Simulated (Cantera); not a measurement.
What does this Cantera script print?

```python
import numpy as np
import cantera as ct

gas = ct.Solution("gri30.yaml")
gas.TPX = 2898, 24000, {'CH4': 0.002, 'H2': 1, 'O2': 0.014}
inlet = ct.Reservoir(gas, clone=True)

reactor = ct.IdealGasConstPressureReactor(gas, energy="off", clone=False)
exhaust = ct.Reservoir(gas, clone=True)
tau = [0.36, 0.12, 0.04, 0.014, 0.0046, 0.0015, 0.00051, 0.00017][0]
for a, b in ((inlet, reactor), (reactor, exhaust)):
    ct.MassFlowController(a, b, mdot=lambda t: reactor.mass / tau)
net = ct.ReactorNet([reactor])
show = ['CH4', 'H2', 'O2', 'CO2', 'H2O2', 'HO2', 'C2H4']

rows = []
print(f"{'tau/s':>10s}{'T/K':>9s}" + "".join(f"{s:>11s}" for s in show))
for tau in [0.36, 0.12, 0.04, 0.014, 0.0046, 0.0015, 0.00051, 0.00017]:
    net.initial_time = 0.0
    net.advance(30 * tau)
    before = gas.X
    net.advance(40 * tau)
    drift = np.max(np.abs(gas.X - before) / (gas.X + 1e-9))
    rows.append([gas.T, *gas[show].X, drift])
    print(f"{tau:10.3e}{gas.T:9.1f}" + "".join(f"{x:11.3e}" for x in gas[show].X))
```

Result:

```
     tau/s      T/K        CH4         H2         O2        CO2       H2O2        HO2       C2H4
 3.600e-01   2898.0  6.324e-09  7.699e-01  3.139e-06  6.788e-06  2.702e-10  2.698e-09  1.458e-15
 1.200e-01   2898.0  1.957e-08  7.714e-01  3.138e-06  6.792e-06  2.685e-10  2.688e-09  1.323e-14
 4.000e-02   2898.0  6.438e-08  7.759e-01  3.146e-06  6.804e-06  2.639e-10  2.664e-09  1.370e-13
 1.400e-02   2898.0  2.360e-07  7.874e-01  3.264e-06  6.834e-06  2.535e-10  2.637e-09  1.687e-12
 4.600e-03   2898.0  1.442e-06  8.169e-01  4.408e-06  6.891e-06  2.472e-10  2.943e-09  4.819e-11
 1.500e-03   2898.0  1.745e-05  8.663e-01  1.317e-05  6.788e-06  4.959e-10  7.710e-09  3.671e-09
 5.100e-04   2898.0  1.411e-04  9.028e-01  5.695e-05  5.356e-06  2.748e-09  4.185e-08  1.100e-07
 1.700e-04   2898.0  4.590e-04  9.216e-01  2.341e-04  2.878e-06  1.476e-08  2.104e-07  5.770e-07
```

Detailed kinetics in Cantera: GRI-Mech 3.0 (53 species, 325 reactions).
